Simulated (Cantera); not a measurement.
Feed: 1 mol Si, a varied amount of Cl₂, 18 mol H₂, held at 977 °C and 2.50 bar.

Method: chemical equilibrium by Gibbs-energy minimisation in Cantera with the NASA 1993 tables (ideal gas, pure condensed phases). Candidate condensed phases: Si; 19 gas species. Rates play no part.

Problem. Which condensed phases are stable at each of these points (n(Cl₂) (mol)): 0.5, 0.61, 0.73, 0.89, 1.1, 1.3, 1.6, 1.9, 2.3?

Solution. 
```
n(Cl₂) (mol)  condensed phases  Si condensed (%)
------------  ----------------  ----------------
0.5                      Si(s)              80.1
0.61                     Si(s)              74.3
0.73                     Si(s)              67.9
0.89                     Si(s)              59.4
1.1                      Si(s)              48.0
1.3                      Si(s)              37.1
1.6                      Si(s)              20.7
1.9                      Si(s)               4.3
2.3                   gas only               0.0
```

From 0.5 mol Cl₂ to 1.9 mol Cl₂ the condensed part is Si(s). At 2.3 mol Cl₂ nothing is condensed.
